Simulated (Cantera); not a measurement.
A closed system holds: 1 mol (CH₃)₂SiCl₂, 43 mol H₂, equilibrated at 3.20 mbar.

These are equilibrium values from Cantera (NASA tables, ideal gas, pure condensed phases), not measurements of a reactor. Candidate condensed phases: C, C₆H₆, C₇H₈, C₈H₁₈, Si, SiC; 109 gas species. The feed counts by its element totals alone. The tables' values for SiCl are old estimates; treat these amounts as uncertain. The numbers say what is thermodynamically allowed, not how fast it happens. All values below are at 1998 K.

Base state: H₂ 0.929, HCl 0.0405, H 0.0273, Cl 0.000888, Si 0.000723, C₂H₂ (acetylene) 0.000705, SiCl₂ 0.000231, SiCl 5.16e-5 (mole fractions); condensed: C(graphite) + SiC(s).

Q: What changes in the equilibrium state with this change: H₂ from 43 to 1.9 mol?

A: 
| species | before | after |
|---|---|---|
| H₂ | 0.929 | 0.659 |
| HCl | 0.0405 | 0.292 |
| H | 0.0273 | 0.0230 |
| SiCl₂ | 0.000231 | 0.0168 |
| SiCl₃ | 1.27e-7 | 7.92e-5 |
| SiCl | 5.16e-5 | 0.000441 |
| C(graphite), mol | 0.982 | 1.10 |
| SiC(s), mol | 0.947 | 0.891 |
The tables' values for SiCl, SiCl₃ are old estimates; treat these amounts as uncertain.
